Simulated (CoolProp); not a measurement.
cis-2-butene at several states: density (kg/m³) from the reference equation and from simpler models built on Tc = 435.8 K, pc = 42.36 bar, ω = 0.202; each cubic takes its own stable root.

Values from CoolProp's reference Helmholtz-energy equation of state, Lemmon 2005. It is a short technical equation, of lower accuracy than the large ones.

| T (K) | p (bar) | phase | reference | van der Waals | Redlich-Kwong | Soave-Redlich-Kwong | Peng-Robinson |
|---|---|---|---|---|---|---|---|
| 283.3 | 4.54 | liquid | 633.2 | 11.95 | 570.9 | 585.9 | [?] |
| 450 | 77.8 | supercritical | 384.1 | 284.0 | 333.6 | 327.4 | 360.5 |
| 461.7 | 53.5 | supercritical | 166.3 | 186.4 | [?] | 156.6 | 166.2 |
| 270.1 | 1.23 | liquid | 647.7 | 3.157 | [?] | 599.6 | 677.3 |
| 384.1 | 4.91 | gas | 9.218 | 9.066 | [?] | 9.191 | 9.240 |

**Question.** What belongs in the gaps?

**Answer.** 
- 283.3, Peng-Robinson: 662.4
- 461.7, Redlich-Kwong: 169.9
- 270.1, Redlich-Kwong: 585.6
- 384.1, Redlich-Kwong: 9.168

At some of these states van der Waals gives the other phase, because its saturation line lies elsewhere.
